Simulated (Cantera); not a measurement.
Hydrocarbon pyrolysis for carbon deposition

An isothermal, constant-pressure homogeneous reactor starts with 18.2 % CH4, 81.8 % N2, at 1498 K and 0.132 atm.

Model: GRI-Mech 3.0 (53 species, 325 reactions), integrated in Cantera. GRI-Mech 3.0 stops at C3 and has no aromatics, soot or wall deposition, so with more carbon than oxygen in the feed, carbon stays in small species such as C2H2 where larger ones or solid carbon would form.

```json
[
 {"t (s)": "0.000700", "x CH4": "0.182", "x H": "2.01e-8", "x HCN": "<1e-12", "x C2H": "<1e-12", "x C2H6": "3.13e-8"},
 {"t (s)": "0.00150", "x CH4": "0.182", "x H": "2.12e-8", "x HCN": "<1e-12", "x C2H": "<1e-12", "x C2H6": "2.89e-7"},
 {"t (s)": "0.00321", "x CH4": "0.182", "x H": "2.58e-8", "x HCN": "<1e-12", "x C2H": "<1e-12", "x C2H6": "2.38e-6"},
 {"t (s)": "0.00688", "x CH4": "0.182", "x H": "3.99e-8", "x HCN": "<1e-12", "x C2H": "<1e-12", "x C2H6": "1.48e-5"},
 {"t (s)": "0.0147", "x CH4": "0.181", "x H": "7.62e-8", "x HCN": "<1e-12", "x C2H": "<1e-12", "x C2H6": "5.77e-5"},
 {"t (s)": "0.0316", "x CH4": "0.180", "x H": "1.85e-7", "x HCN": "2.06e-12", "x C2H": "9.39e-12", "x C2H6": "0.000153"},
 {"t (s)": "0.0676", "x CH4": "0.177", "x H": "5.37e-7", "x HCN": "1.68e-11", "x C2H": "8.07e-11", "x C2H6": "0.000276"},
 {"t (s)": "0.145", "x CH4": "0.169", "x H": "1.38e-6", "x HCN": "1.18e-10", "x C2H": "4.59e-10", "x C2H6": "0.000277"},
 {"t (s)": "0.310", "x CH4": "0.154", "x H": "2.66e-6", "x HCN": "4.91e-10", "x C2H": "1.35e-9", "x C2H6": "0.000182"},
 {"t (s)": "0.665", "x CH4": "0.133", "x H": "4.39e-6", "x HCN": "1.47e-9", "x C2H": "2.57e-9", "x C2H6": "0.000109"},
 {"t (s)": "1.42", "x CH4": "0.105", "x H": "6.66e-6", "x HCN": "3.75e-9", "x C2H": "4.04e-9", "x C2H6": "5.89e-5"},
 {"t (s)": "3.05", "x CH4": "0.0721", "x H": "9.66e-6", "x HCN": "8.53e-9", "x C2H": "5.93e-9", "x C2H6": "2.65e-5"},
 {"t (s)": "6.54", "x CH4": "0.0406", "x H": "1.35e-5", "x HCN": "1.76e-8", "x C2H": "8.30e-9", "x C2H6": "9.07e-6"},
 {"t (s)": "14.0", "x CH4": "0.0184", "x H": "1.77e-5", "x HCN": "3.23e-8", "x C2H": "1.09e-8", "x C2H6": "2.24e-6"},
 {"t (s)": "30.0", "x CH4": "0.00767", "x H": "2.09e-5", "x HCN": "5.17e-8", "x C2H": "1.29e-8", "x C2H6": "5.08e-7"}
]
```
x: mole fraction; the columns are a selection and need not sum to one.

Equilibrium at this temperature and pressure: CH4 0.00241, H 2.26e-5, HCN 0.0770, C2H 6.85e-9, C2H6 8.60e-8 (gas phase only).
